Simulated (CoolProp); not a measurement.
Ethylene at 298.15 K and 11.8 MPa is throttled through a valve to 3.38 MPa with no heat exchange. Each further row changes one setting.

Computed with CoolProp (reference Helmholtz-energy equation of state, Smukala 2000).

| case | temperature change (K) | final phase | final density (kg/m³) |
|---|---|---|---|
| as stated | -33.3 | two-phase, vapour fraction 0.370 | 147 |
| outlet pressure 1.01 MPa | -76.5 | two-phase, vapour fraction 0.580 | 30.9 |
| outlet pressure 4.39 MPa | -22.0 | two-phase, vapour fraction 0.227 | 227 |
